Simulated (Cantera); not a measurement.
Mixture: 6.86 % CH₄, 6.01 % CO, 16.8 % O₂, 70.4 % N₂, equivalence ratio 1.00, at 750 Torr, adiabatic and at constant volume. Ignition delay is the time to a rise of 400 K.

Cantera simulation using GRI-Mech 3.0 (53 species, 325 reactions); the numbers are that mechanism's predictions, not measurements.

### Question
Predict: delay at 1250 K; delay at 1350 K; delay at 1450 K; delay at 1550 K; apparent activation energy between 1500 and 1600 K.

### Answer
| Item | Result |
|---|---|
| delay at 1250 K | 28.7 ms |
| delay at 1350 K | 7.05 ms |
| delay at 1450 K | 2.07 ms |
| delay at 1550 K | 0.741 ms |
| apparent activation energy between 1500 and 1600 K | 190 kJ/mol |
